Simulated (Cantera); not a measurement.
**S + O2 + H2 (abatement and gas-phase synthesis)**

Feed: 1 mol S, a varied amount of O2, 3.6 mol H2, held at 1823.15 K and 29.0 Pa.

Method: chemical equilibrium by Gibbs-energy minimisation in Cantera with the NASA 1993 tables (ideal gas, pure condensed phases). Candidate condensed phases: H2O, H2SO4, S; 19 gas species. Kinetics and transport are ignored.

From 0.12 mol O2 to 1.8 mol O2 nothing is condensed.

```json
[
 {"n(O2) (mol)": "0.12", "x H2": "0.789", "x H2O": "0.0482", "x SO2": "0.00108", "x S2": "0.0985", "x SO": "0.00679", "x H": "0.0226", "x S": "0.0165", "x SH": "0.0130"},
 {"n(O2) (mol)": "0.25", "x H2": "0.739", "x H2O": "0.0952", "x SO2": "0.00468", "x S2": "0.0933", "x SO": "0.0139", "x H": "0.0219", "x S": "0.0160", "x SH": "0.0122"},
 {"n(O2) (mol)": "0.39", "x H2": "0.689", "x H2O": "0.140", "x SO2": "0.0112", "x S2": "0.0865", "x SO": "0.0212", "x H": "0.0211", "x S": "0.0154", "x SH": "0.0113"},
 {"n(O2) (mol)": "0.53", "x H2": "0.644", "x H2O": "0.180", "x SO2": "0.0201", "x S2": "0.0789", "x SO": "0.0277", "x H": "0.0204", "x S": "0.0147", "x SH": "0.0105"},
 {"n(O2) (mol)": "0.67", "x H2": "0.603", "x H2O": "0.215", "x SO2": "0.0311", "x S2": "0.0706", "x SO": "0.0335", "x H": "0.0198", "x S": "0.0139", "x SH": "0.00958"},
 {"n(O2) (mol)": "0.81", "x H2": "0.566", "x H2O": "0.247", "x SO2": "0.0436", "x S2": "0.0619", "x SO": "0.0384", "x H": "0.0192", "x S": "0.0130", "x SH": "0.00869"},
 {"n(O2) (mol)": "0.94", "x H2": "0.533", "x H2O": "0.274", "x SO2": "0.0563", "x S2": "0.0537", "x SO": "0.0421", "x H": "0.0186", "x S": "0.0122", "x SH": "0.00786"},
 {"n(O2) (mol)": "1.1", "x H2": "0.495", "x H2O": "0.305", "x SO2": "0.0731", "x S2": "0.0437", "x SO": "0.0456", "x H": "0.0179", "x S": "0.0110", "x SH": "0.00683"},
 {"n(O2) (mol)": "1.2", "x H2": "0.472", "x H2O": "0.323", "x SO2": "0.0840", "x S2": "0.0377", "x SO": "0.0471", "x H": "0.0175", "x S": "0.0102", "x SH": "0.00619"},
 {"n(O2) (mol)": "1.4", "x H2": "0.427", "x H2O": "0.360", "x SO2": "0.106", "x S2": "0.0263", "x SO": "0.0484", "x H": "0.0166", "x S": "0.00851", "x SH": "0.00492"},
 {"n(O2) (mol)": "1.5", "x H2": "0.405", "x H2O": "0.379", "x SO2": "0.117", "x S2": "0.0211", "x SO": "0.0481", "x H": "0.0162", "x S": "0.00762", "x SH": "0.00429"},
 {"n(O2) (mol)": "1.6", "x H2": "0.382", "x H2O": "0.398", "x SO2": "0.128", "x S2": "0.0164", "x SO": "0.0472", "x H": "0.0157", "x S": "0.00672", "x SH": "0.00368"},
 {"n(O2) (mol)": "1.8", "x H2": "0.334", "x H2O": "0.441", "x SO2": "0.149", "x S2": "0.00860", "x SO": "0.0434", "x H": "0.0147", "x S": "0.00487", "x SH": "0.00249"}
]
```
x: gas mole fraction; nothing condenses.
